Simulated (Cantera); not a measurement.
Source: NASA polynomial tables (part measured, part estimated), evaluated in Cantera. Values are per mole of reaction as written; species without (g) are pure solids or liquids, kept so even where they would boil at 1 bar.

a) 1.333 Ti + O2(g) → 0.6667 Ti2O3
b) 2 C + O2(g) → 2 CO(g)
c) 0.8 Ta + O2(g) → 0.4 Ta2O5
d) 1.2 Ti + O2(g) → 0.4 Ti3O5
e) 0.6667 Cr + O2(g) → 0.6667 CrO3(g)
f) C + O2(g) → CO2(g)

Task: Order these by ΔG° at 1775 K, most negative first.

Result: a (-696 kJ), d (-675 kJ), b (-534 kJ), c (-516 kJ), f (-396 kJ), e (-111 kJ)
